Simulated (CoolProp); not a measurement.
Properties of chlorine along the isotherm 430.8 K (Tc = 416.9 K, pc = 7642 kPa, ω = 0.070).

Model: reference Helmholtz-energy equation of state, Thol 2021, in CoolProp.

```tsv
p (kPa)	phase	Joule-Thomson coefficient (K/MPa)	fugacity coefficient
12.1	gas	12.07	0.9995
22.9	gas	12.07	0.9991
43.4	gas	12.08	0.9984
82.3	gas	12.08	0.9969
156	gas	12.08	0.9942
296	gas	12.09	0.9889
561	gas	12.10	0.9790
1060	gas	12.13	0.9605
2020	gas	12.18	0.9251
3820	gas	12.28	0.8594
```
